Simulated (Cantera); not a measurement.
Charge: 1 mol SiH4, 16 mol NH3, at 8.00 mbar.

Equilibrium computed with Cantera from the NASA thermochemical tables; the gas is ideal and each condensed phase is pure. Candidate condensed phases: Si, Si3N4; 18 gas species. Gases not in the tables: Si2H6 and higher silanes. Rates play no part.

Problem. At 1723 K, list the 5 most abundant gas species with their mole fractions, and the condensed phases.

Solution. H2 0.763, N2 0.235, H 0.00178, Si 0.000123, SiH 1.38e-5. Condensed: Si(l).
